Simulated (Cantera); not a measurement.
Charge: 1 mol PbBr2, 41 mol H2, held at 0.190 Pa.

These are equilibrium values from Cantera (NASA tables, ideal gas, pure condensed phases), not measurements of a reactor. Candidate condensed phases: Br2, Pb, PbBr2; 10 gas species. The numbers say what is thermodynamically allowed, not how fast it happens.

x: gas mole fraction; nothing condenses.

```csv
T (K),x H2,x H,x Br,x HBr,x Pb
1425,0.926,0.00476,0.0189,0.0271,0.0230
1500,0.919,0.0122,0.0261,0.0195,0.0228
1575,0.904,0.0287,0.0320,0.0131,0.0225
1650,0.872,0.0615,0.0358,0.00846,0.0221
1725,0.814,0.122,0.0376,0.00525,0.0214
1800,(withheld),(withheld),0.0374,(withheld),0.0203
1875,0.581,0.363,0.0355,0.00177,0.0186
1950,0.415,0.535,0.0324,0.000927,0.0167
2025,(withheld),(withheld),(withheld),(withheld),(withheld)
2100,0.134,0.826,0.0265,0.000216,0.0133
2175,0.0643,0.898,0.0249,0.000104,0.0125
```

Task: What belongs in the gaps?

Result: 
- 1800, x H2: 0.719
- 1800, x H: 0.220
- 1800, x HBr: 0.00313
- 2025, x H2: 0.253
- 2025, x H: 0.703
- 2025, x Br: 0.0290
- 2025, x HBr: 0.000455
- 2025, x Pb: 0.0147
